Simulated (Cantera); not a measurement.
What does this Cantera script print?

```python
import numpy as np
import cantera as ct

gas = ct.Solution("h2o2.yaml")
gas.TPX = 400, 14000, {'H2': 0.77, 'O2': 0.357, 'N2': 1.36}
flame = ct.FreeFlame(gas, width=0.16)
flame.set_refine_criteria(ratio=3, slope=0.08, curve=0.16)
flame.transport_model = "mixture-averaged"
flame.solve(loglevel=0, auto=True)
z, T = flame.grid, flame.T
thick = (T[-1] - T[0]) / np.gradient(T, z).max()
show = ['H2', 'O2', 'H', 'O', 'H2O2', 'OH']
print(f"laminar burning velocity  {flame.velocity[0] * 100:.3f} cm/s")
print(f"burnt temperature         {T[-1]:.1f} K")
print(f"thermal thickness         {thick * 1e3:.4f} mm")
print(f"grid points               {len(z)}")
z0 = z[flame.heat_release_rate.argmax()]
print(f"{'z/mm':>9s}{'T/K':>9s}{'u/(m/s)':>9s}" + "".join(f"{s:>11s}" for s in show))
rows = []
for k in (-3, -2, -1.5, -1, -0.5, -0.25, 0, 0.25, 0.5, 1, 2, 4, 8):
    zz = z0 + k * thick
    rows.append([k * thick, np.interp(zz, z, T), np.interp(zz, z, flame.velocity),
                 *(np.interp(zz, z, flame.X[gas.species_index(s)]) for s in show)])
    print(f"{rows[-1][0] * 1e3:9.3f}{rows[-1][1]:9.1f}{rows[-1][2]:9.3f}" + "".join(f"{x:11.3e}" for x in rows[-1][3:]))
```

Result:

```
laminar burning velocity  318.124 cm/s
burnt temperature         2365.5 K
thermal thickness         5.4344 mm
grid points               142
     z/mm      T/K  u/(m/s)         H2         O2          H          O       H2O2         OH
  -16.303    400.0    3.181  3.096e-01  1.435e-01  2.602e-19  2.287e-17  1.765e-16  1.463e-19
  -10.869    400.0    3.181  3.096e-01  1.435e-01  5.084e-17  3.909e-15  3.730e-16  2.500e-17
   -8.152    400.0    3.181  3.096e-01  1.435e-01  8.660e-15  1.966e-13  1.630e-14  1.257e-15
   -5.434    400.0    3.181  3.096e-01  1.435e-01  1.536e-11  3.089e-11  5.210e-12  2.076e-13
   -2.717    402.1    3.195  3.087e-01  1.437e-01  9.830e-06  5.674e-07  7.945e-07  3.665e-06
   -1.359    576.9    4.504  2.841e-01  1.402e-01  4.920e-03  9.460e-05  1.530e-05  5.946e-04
    0.000   1045.7    7.877  1.581e-01  9.819e-02  5.375e-02  5.321e-03  6.186e-07  2.226e-03
    1.359   1345.9   10.018  5.914e-02  3.557e-02  8.403e-02  1.190e-02  8.398e-07  6.890e-03
    2.717   1469.0   10.859  5.170e-02  2.687e-02  7.734e-02  1.223e-02  6.821e-07  9.171e-03
    5.434   1606.5   11.767  5.362e-02  2.366e-02  6.409e-02  1.146e-02  4.232e-07  1.155e-02
   10.869   1756.5   12.726  5.453e-02  2.038e-02  5.009e-02  9.910e-03  2.232e-07  1.373e-02
   21.738   1910.1   13.677  5.343e-02  1.684e-02  3.687e-02  7.840e-03  1.161e-07  1.516e-02
   43.475   2057.3   14.560  5.033e-02  1.322e-02  2.549e-02  5.623e-03  6.649e-08  1.541e-02
```

Detailed kinetics in Cantera: the H2/O2 subset of GRI-Mech 3.0, which has no nitrogen chemistry. Burning velocities carry a grid error of a few per cent, more on coarse grids.
